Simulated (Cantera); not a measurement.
**Gas-phase reforming**

An isothermal, constant-pressure homogeneous reactor starts with 58.8 % CH₄, 41.2 % CO₂, at 1448 K and 1.00 bar.

Computed with Cantera and GRI-Mech 3.0 (53 species, 325 reactions).

| t (s) | x CH₄ | x CO₂ | x C₂H₂ | x HO₂ | x H₂O₂ | x O₂ | x H |
|---|---|---|---|---|---|---|---|
| 1.00e-5 | 0.588 | 0.412 | <1e-12 | <1e-12 | <1e-12 | <1e-12 | 1.16e-8 |
| 4.27e-5 | 0.588 | 0.412 | <1e-12 | <1e-12 | <1e-12 | <1e-12 | 1.16e-8 |
| 0.000182 | 0.588 | 0.412 | 1.02e-10 | <1e-12 | <1e-12 | <1e-12 | 1.24e-8 |
| 0.000777 | 0.588 | 0.412 | 2.06e-8 | <1e-12 | <1e-12 | <1e-12 | 1.50e-8 |
| 0.00331 | 0.587 | 0.412 | 1.19e-6 | <1e-12 | <1e-12 | <1e-12 | 2.15e-8 |
| 0.0141 | 0.583 | 0.411 | 7.84e-5 | <1e-12 | <1e-12 | <1e-12 | 6.51e-8 |
| 0.0603 | 0.561 | 0.406 | 0.00329 | <1e-12 | <1e-12 | <1e-12 | 3.13e-7 |
| 0.257 | 0.480 | 0.376 | 0.0282 | <1e-12 | <1e-12 | <1e-12 | 1.04e-6 |
| 1.10 | 0.301 | 0.262 | 0.0818 | <1e-12 | <1e-12 | <1e-12 | 2.20e-6 |
| 4.69 | 0.107 | 0.0823 | 0.126 | <1e-12 | <1e-12 | <1e-12 | 4.20e-6 |
| 20.0 | 0.0895 | 0.0504 | 0.0882 | <1e-12 | <1e-12 | <1e-12 | 5.30e-6 |
x: mole fraction; the columns are a selection and need not sum to one.

Equilibrium at this temperature and pressure: CH₄ 0.0599, CO₂ 2.62e-6, C₂H₂ 0.0137, HO₂ <1e-12, H₂O₂ <1e-12, O₂ <1e-12, H 6.47e-6 (gas phase only).
